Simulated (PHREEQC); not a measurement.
Dissolve 0.00073 mol HF and 1e-05 mol NH4HF2 per kg of water at 46 °C. Closed to the air; pH follows from the charge balance.

Model: ion-association model, phreeqc.dat, run in PHREEQC.

This is a speciation only: nothing precipitates in the calculation.

Problem. Predict the pH, ionic strength, specific conductance.

Solution. pH 3.41; ionic strength 0.000407 mol/kgw; specific conductance 242 µS/cm.

Problem. In which forms is F present?

Solution. F- 54 %, HF 46 % of the F.

At this temperature some constants are extrapolated from 25 °C, and those without enthalpy data are left unchanged.
